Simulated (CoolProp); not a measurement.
Saturation properties of oxygen.

Computed with CoolProp (reference Helmholtz-energy equation of state, Schmidt 1985).

```tsv
T (K)	p (MPa)	liquid density (kg/m³)	vapour density (kg/m³)	liquid cp (kJ/(kg K))	liquid conductivity (mW/(m K))
120.2	1.034	972.5	39.76	[?]	107
123.5	[?]	950.2	47.95	1.989	[?]
126.9	1.494	926.0	57.83	2.065	97.1
130.2	1.767	900.9	69.11	2.160	92.3
133.5	2.074	874.0	82.41	2.284	87.6
136.9	2.428	843.7	[?]	2.460	[?]
140.2	2.812	811.2	118.0	2.709	77.9
143.6	3.252	[?]	[?]	3.118	73.1
146.9	3.727	728.5	174.0	3.849	[?]
```

**Question.** Some entries are withheld; supply them.

**Answer.** 
- 120.2, liquid cp (kJ/(kg K)): 1.930
- 123.5, p (MPa): 1.245
- 123.5, liquid conductivity (mW/(m K)): 102
- 136.9, vapour density (kg/m³): 98.77
- 136.9, liquid conductivity (mW/(m K)): 82.7
- 143.6, liquid density (kg/m³): 772.8
- 143.6, vapour density (kg/m³): 142.8
- 146.9, liquid conductivity (mW/(m K)): 68.4

It boils at 90.2 K under 1 atm.

Thermal conductivity comes from a separate model (Lemmon 2004).
